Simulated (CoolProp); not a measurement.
Saturation properties of R11 (Tc = 471.1 K, pc = 4.408 MPa, ω = 0.189).

Computed with CoolProp (reference Helmholtz-energy equation of state, Jacobsen 1992).

| T (K) | p (MPa) | liquid density (kg/m³) | vapour density (kg/m³) | liquid viscosity (µPa s) | liquid conductivity (mW/(m K)) |
|---|---|---|---|---|---|
| 320 | 0.2151 | 1423 | 11.83 | 352 | 80.7 |
| 324.4 | 0.2449 | 1412 | 13.37 | 338 | 79.4 |
| 328.8 | 0.2777 | 1400 | 15.06 | 324 | 78.2 |
| 333.2 | 0.3137 | 1389 | 16.90 | 312 | 77.0 |
| 337.7 | 0.3541 | 1377 | 18.97 | 299 | 75.8 |
| 342.1 | 0.3973 | 1365 | 21.18 | 288 | 74.6 |
| 346.5 | 0.4444 | … | 23.58 | 277 | 73.4 |
| 350.9 | 0.4955 | 1341 | 26.20 | 266 | 72.2 |
| 355.3 | … | … | 29.04 | 256 | 71.0 |
| 359.8 | 0.6121 | 1316 | 32.20 | … | 69.8 |
| 364.2 | 0.6768 | 1303 | 35.55 | 237 | 68.6 |
| 368.6 | 0.7465 | 1290 | … | 228 | 67.4 |
| 373 | 0.8213 | 1276 | … | 219 | … |
| 377.5 | 0.9033 | 1262 | 47.47 | … | 65.0 |

### Question
What belongs in the gaps?

### Answer

- 346.5, liquid density (kg/m³): 1353
- 355.3, p (MPa): 0.5508
- 355.3, liquid density (kg/m³): 1329
- 359.8, liquid viscosity (µPa s): 246
- 368.6, vapour density (kg/m³): 39.19
- 373, vapour density (kg/m³): 43.12
- 373, liquid conductivity (mW/(m K)): 66.3
- 377.5, liquid viscosity (µPa s): 210

It boils at 296.9 K under 1 atm.

Viscosity comes from a separate model (Klein 1997), an estimate that may be off by 10 % or more. Thermal conductivity comes from a separate model (McLinden 2000), an estimate that may be off by 10 % or more.
